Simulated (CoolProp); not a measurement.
Vapour pressure (bar) of hexamethyldisiloxane (MM): the reference equation beside estimates from Tc = 518.7 K, pc = 19.31 bar, ω = 0.418.

Computed with CoolProp (reference Helmholtz-energy equation of state, Thol 2016).

| T (K) | reference | van der Waals | Redlich-Kwong |
|---|---|---|---|
| 345.9 | 0.4181 | 3.009 | 1.106 |
| 354.9 | 0.5675 | 3.442 | 1.389 |
| 363.9 | 0.7563 | 3.915 | 1.721 |
| 372.9 | 0.9912 | 4.429 | 2.106 |
| 382 | 1.283 | 4.991 | 2.555 |
| 391 | 1.632 | 5.590 | 3.062 |
| 400 | 2.051 | 6.233 | 3.636 |
| 409 | 2.547 | 6.922 | 4.281 |

Absolute difference from the reference over all 8 rows, mean and median: van der Waals 349.7 and 317.9 %, Redlich-Kwong 110.2 and 105.8 %.
